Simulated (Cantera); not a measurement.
A closed system holds: 1 mol B2H6, 1.2 mol H2O, 0.8 mol NH3, held at 1375 K.

Equilibrium computed with Cantera from the NASA thermochemical tables; the gas is ideal and each condensed phase is pure. Candidate condensed phases: B, BN, B2O3, B3O3H3, H2O; 39 gas species. The feed counts by its element totals alone. Mutual solubility and eutectic melting of coexisting phases are not modelled. Equilibrium is a limit: real reactors are often held back by kinetics, nucleation or transport.

x: gas mole fraction; n: condensed amount in mol.

```tsv
P (Pa)	x H2	x HBO	x B2O2	x B2O3	x B3O3H3	n B(s)	n BN(s)	n B2O3(l)
10	0.870	0.0656	0.0533	…	3.68e-5	0.0573	0.800	0
28	0.922	0.0466	0.0254	…	0.000103	0.215	0.800	0.183
77	0.959	0.0287	0.00924	…	0.000182	0.313	0.800	0.300
220	0.978	0.0171	0.00323	…	0.000317	0.356	0.800	0.351
600	0.987	0.0104	0.00119	…	0.000531	0.374	0.800	0.372
1700	0.992	0.00620	0.000418	…	0.000900	0.383	0.800	0.382
4600	0.994	0.00377	0.000155	…	0.00148	0.385	0.800	0.384
13000	0.995	0.00225	5.47e-5	…	0.00250	0.382	0.800	0.382
36000	0.994	0.00135	1.98e-5	…	0.00415	0.375	0.800	0.375
100000	0.992	0.000809	7.11e-6	…	0.00690	0.361	0.800	0.361
```

### Question
What belongs in the gaps?

### Answer

- 10, x B2O3: 0.00854
- 28, x B2O3: 0.00470
- 77, x B2O3: 0.00171
- 220, x B2O3: 0.000598
- 600, x B2O3: 0.000219
- 1700, x B2O3: 7.74e-5
- 4600, x B2O3: 2.86e-5
- 13000, x B2O3: 1.01e-5
- 36000, x B2O3: 3.65e-6
- 100000, x B2O3: 1.32e-6
